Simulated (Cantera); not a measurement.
Feed: 1 mol SiH₄, 0.2 mol N₂O, 34 mol N₂, 5.2 mol O₂, held at 170 Pa.

Cantera equilibrium calculation (NASA polynomials, part measured and part estimated; ideal gas, pure solids and liquids). Candidate condensed phases: H₂O, Si, SiO₂, Si₂N₂O, Si₃N₄; 35 gas species. The tables hold silica as quartz up to 1696 K and as liquid above; real silica turns to tridymite and cristobalite and melts near 1996 K. The numbers say what is thermodynamically allowed, not how fast it happens. All values below are at 1248 K.

Base state: N₂ 0.866, O₂ 0.0834, H₂O 0.0506, NO 0.000184, OH 1.56e-5 (mole fractions); condensed: SiO₂(β-quartz).

**Question.** What changes in the equilibrium state with this change: O₂ from 5.2 to 0.11 mol?

**Answer.** 
```csv
species,before,after
N₂,0.866,0.944
H₂,1.41e-7,0.0561
H₂O,0.0506,<1e-9
O₂,0.0834,<1e-9
NO,0.000184,<1e-9
OH,1.56e-5,<1e-9
"SiO₂(β-quartz), mol",1.00,0
"Si₂N₂O(s), mol",0,0.420
"Si₃N₄(s), mol",0,0.0533
```
Mutual solubility and eutectic melting of coexisting phases are not modelled.
